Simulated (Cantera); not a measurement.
Feed: 1 mol PbO, 58 mol H2, at 83.0 mbar.

Method: chemical equilibrium by Gibbs-energy minimisation in Cantera with the NASA 1993 tables (ideal gas, pure condensed phases). Candidate condensed phases: H2O, Pb, PbO, PbO2, Pb3O4; 12 gas species. Kinetics and transport are ignored.

Question: Which condensed phases are stable at each of these points (T (K)): 625, 725, 825, 925, 1025, 1125, 1225, 1325, 1425, 1525, 1625, 1725, 1825?

Answer: 
```json
[
 {"T (K)": "625", "condensed phases": "Pb(l)", "Pb condensed (%)": "100.0"},
 {"T (K)": "725", "condensed phases": "Pb(l)", "Pb condensed (%)": "100.0"},
 {"T (K)": "825", "condensed phases": "Pb(l)", "Pb condensed (%)": "100.0"},
 {"T (K)": "925", "condensed phases": "Pb(l)", "Pb condensed (%)": "99.8"},
 {"T (K)": "1025", "condensed phases": "Pb(l)", "Pb condensed (%)": "98.1"},
 {"T (K)": "1125", "condensed phases": "Pb(l)", "Pb condensed (%)": "86.7"},
 {"T (K)": "1225", "condensed phases": "Pb(l)", "Pb condensed (%)": "33.9"},
 {"T (K)": "1325", "condensed phases": "gas only", "Pb condensed (%)": "0.0"},
 {"T (K)": "1425", "condensed phases": "gas only", "Pb condensed (%)": "0.0"},
 {"T (K)": "1525", "condensed phases": "gas only", "Pb condensed (%)": "0.0"},
 {"T (K)": "1625", "condensed phases": "gas only", "Pb condensed (%)": "0.0"},
 {"T (K)": "1725", "condensed phases": "gas only", "Pb condensed (%)": "0.0"},
 {"T (K)": "1825", "condensed phases": "gas only", "Pb condensed (%)": "0.0"}
]
```

From 625 K to 1225 K the condensed part is Pb(l). From 1325 K to 1825 K nothing is condensed.
